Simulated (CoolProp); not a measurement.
Properties of n-decane along the isobar 8.85 MPa (Tc = 617.7 K, pc = 2.101 MPa, ω = 0.488).

Computed with CoolProp (reference Helmholtz-energy equation of state, Lemmon 2006). It is a short technical equation, of lower accuracy than the large ones.

```csv
T (K),phase,density (kg/m³),cv (kJ/(kg K)),speed of sound (m/s),expansivity (1/kK),conductivity (mW/(m K)),Prandtl number
320.4,liquid,716.9,1.866,(withheld),1.025,127,12.4
332.2,liquid,708.3,1.913,1164,1.037,125,11.3
344,liquid,699.6,1.961,1124,1.051,122,10.4
355.8,liquid,690.9,2.009,(withheld),1.066,119,9.60
367.5,liquid,682.3,2.057,1047,1.084,117,8.97
379.3,liquid,673.5,2.105,1009,1.103,114,8.42
391.1,liquid,664.7,2.152,972.9,1.125,112,7.96
402.9,liquid,655.9,2.200,937.1,1.148,109,7.55
414.7,liquid,647.0,2.247,902.1,(withheld),107,7.19
```

### Question
Some entries are withheld; supply them.

### Answer

- 320.4, speed of sound (m/s): 1206
- 355.8, speed of sound (m/s): 1085
- 414.7, expansivity (1/kK): 1.174

Viscosity comes from a separate model (Huber 2004). Thermal conductivity comes from a separate model (Huber 2005).
